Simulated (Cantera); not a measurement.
An isothermal, constant-pressure homogeneous reactor starts with 11.5 % H2, 88.5 % O2, at 1023 K and 0.00630 bar.

Computed with Cantera and GRI-Mech 3.0 (53 species, 325 reactions). Radical loss at walls, strong at low pressure, is not modelled. The temperature is held fixed by assumption; the heat of reaction is taken as removed at once.

One state of this run: x H2 = 1.87e-5; x O2 = 0.878; x OH = 0.000236; x H = 1.14e-5; x O = 0.000205. x: mole fraction; the columns are a selection and need not sum to one.

Q: Which value of t (s) does it belong to?
A. 0.129
B. 0.00707
C. 0.549
D. 2.34

A: C, 0.549
